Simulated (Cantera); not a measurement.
Input: 1 mol SF6, 0.38 mol H2O, 0.49 mol N2, held at 3227 °C and 1 atm.

Equilibrium computed with Cantera from the NASA thermochemical tables; the gas is ideal and each condensed phase is pure. Candidate condensed phases: H2O, H2SO4, S; 62 gas species. The numbers say what is thermodynamically allowed, not how fast it happens.

Base state: F 0.692, HF 0.101, S 0.0755, N2 0.0649, SO 0.0308, O 0.0128, SF 0.0100, S2 0.00733 (mole fractions); condensed: gas only.

Problem. What changes in the equilibrium state with this change: H2O from 0.38 to 1.3 mol?

Solution. 
```json
[
 {"species": "F", "before": "0.692", "after": "0.429"},
 {"species": "HF", "before": "0.101", "after": "0.323"},
 {"species": "SO", "before": "0.0308", "after": "0.0606"},
 {"species": "S", "before": "0.0755", "after": "0.0408"},
 {"species": "SO2", "before": "0.00229", "after": "0.0165"},
 {"species": "O", "before": "0.0128", "after": "0.0466"},
 {"species": "SF", "before": "0.0100", "after": "0.00336"},
 {"species": "N2", "before": "0.0649", "after": "0.0594"},
 {"species": "H2O", "before": "1.85e-7", "after": "1.79e-5"},
 {"species": "H2", "before": "1.33e-6", "after": "3.54e-5"}
]
```

Problem. What changes in the equilibrium state with this change: SF6 replaced by NH3?

Solution. 
```
species    before   after
-------  --------  ------
H        0.000677   0.320
H2        1.33e-6   0.298
N2         0.0649   0.276
F           0.692       0
HF          0.101       0
S          0.0755       0
SO         0.0308       0
SF         0.0100       0
H2O       1.85e-7  0.0557
OH        4.32e-5  0.0276
O          0.0128  0.0173
S2        0.00733       0
SO2       0.00229       0
SF2      0.000432       0
```

Problem. What changes in the equilibrium state with this change: SF6 replaced by NF3?

Solution. 
```csv
species,before,after
F,0.692,0.522
N2,0.0649,0.225
HF,0.101,0.175
S,0.0755,0
SO,0.0308,0
SF,0.0100,0
O2,0.000681,0.0120
NO,0.00131,0.0102
O,0.0128,0.0536
S2,0.00733,0
SO2,0.00229,0
SF2,0.000432,0
```
